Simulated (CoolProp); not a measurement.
Computed with CoolProp (reference Helmholtz-energy equation of state, Lemmon 2016).

### Question
Give the vapour pressure (kPa), liquid density (kg/m³), enthalpy of vaporisation (kJ/kg), vapour Z of saturated R115 at 279.2, 298, 316.8 K.

### Answer
| T (K) | p (kPa) | liquid density (kg/m³) | enthalpy of vaporisation (kJ/kg) | vapour Z |
|---|---|---|---|---|
| 279.2 | 531 | 1370 | 105 | 0.860 |
| 298 | 900 | 1290 | 94.3 | 0.796 |
| 316.8 | 1430 | 1180 | 80.4 | 0.710 |
